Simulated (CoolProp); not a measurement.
Properties of isopentane along the isotherm 226.85 °C (Tc = 187.2 °C, pc = 33.78 bar, ω = 0.227).

Values from CoolProp's reference Helmholtz-energy equation of state, Lemmon 2006. It is a short technical equation, of lower accuracy than the large ones.

| p (bar) | phase | density (kg/m³) | Joule-Thomson coefficient (K/MPa) | isothermal compressibility (1/MPa) |
|---|---|---|---|---|
| 4.22 | gas | 7.576 | 6.108 | 2.453 |
| 8.45 | gas | 15.73 | (withheld) | 1.273 |
| 12.7 | gas | 24.61 | 6.768 | 0.8853 |
| 16.9 | gas | (withheld) | 7.153 | 0.6992 |
| 21.1 | gas | 44.76 | 7.584 | 0.5929 |
| 25.3 | gas | 56.58 | 8.063 | (withheld) |
| 29.6 | gas | (withheld) | 8.606 | 0.4888 |
| 33.8 | supercritical | 85.98 | 9.178 | 0.4690 |
| 38 | supercritical | (withheld) | (withheld) | (withheld) |
| 42.2 | supercritical | 127.3 | 10.27 | (withheld) |
| 46.5 | supercritical | 156.9 | 10.50 | 0.4955 |
| 50.7 | supercritical | 193.3 | 9.911 | 0.4907 |

### Question
Fill in the missing entries.

### Answer

- 8.45, Joule-Thomson coefficient (K/MPa): 6.419
- 16.9, density (kg/m³): 34.19
- 25.3, isothermal compressibility (1/MPa): 0.5283
- 29.6, density (kg/m³): 70.35
- 38, density (kg/m³): 104.6
- 38, Joule-Thomson coefficient (K/MPa): 9.761
- 38, isothermal compressibility (1/MPa): 0.4649
- 42.2, isothermal compressibility (1/MPa): 0.4752
